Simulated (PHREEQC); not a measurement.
1 kg of water holding 0.21 mol Na2CO3, 0.087 mol Na2SO4 and 0.005 mol NaCl is evaporated at 25 °C; the solids stay in contact with the brine. CO2 is held at log p = -3.4 (atm). The run lets Burkeite, Halite, Mirabilite, Nahcolite, Natron, Thenardite, Trona precipitate or redissolve, and no other solid.

The series has 18 steps of water left (kg), from 0.9992 to 0.02233.

Computed with PHREEQC (Pitzer model, pitzer.dat).

Which solids form, in which order, and at which step of the series does each first stand?

Trona from water left = 0.07718 kg (pH 10.06); Mirabilite from water left = 0.03498 kg (pH 9.99).
